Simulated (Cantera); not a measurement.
Input: 1 mol toluene, 5.2 mol H₂, 0.46 mol CO₂, at 1.00 bar.

These are equilibrium values from Cantera (NASA tables, ideal gas, pure condensed phases), not measurements of a reactor. Candidate condensed phases: C, C₆H₆, C₇H₈, C₈H₁₈, H₂O; 110 gas species. The numbers say what is thermodynamically allowed, not how fast it happens.

### Question
At 898 K, list the 5 most abundant gas species with their mole fractions, and the condensed phases.

### Answer
H₂ 0.726, CH₄ 0.169, H₂O 0.0637, CO 0.0348, CO₂ 0.00710. Condensed: C(graphite).
